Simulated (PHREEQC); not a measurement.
A solution holds 3.4 mol K2CO3, 0.026 mol H3BO3 and 0.17 mol NaCl per kg of water, at 25 °C. Closed to the air; pH follows from the charge balance.

Equilibrium calculation in PHREEQC: Pitzer model, pitzer.dat.

```csv
quantity,before,after
pH,12.16,12.69
ionic strength (mol/kgw),10.3,10.4
HCO3- (mol/kgw),0.0283,0.00838
CO2 (mol/kgw),1.10e-8,9.58e-10
SI of Sylvite (KCl),-1.27,-1.27
SI of Kalicinite (KHCO3),-1.79,-2.32
```

Question: Name the change that produced these shifts.
A. H3BO3 left out
B. NaCl from 0.17 to 1.7 mol/kgw
C. H3BO3 from 0.026 to 0.0234 mol/kgw
D. H3BO3 from 0.026 to 0.013 mol/kgw

Answer: A, H3BO3 left out

Precipitation was switched off in this run. In brines, pH and single-ion activities rest on the MacInnes convention.
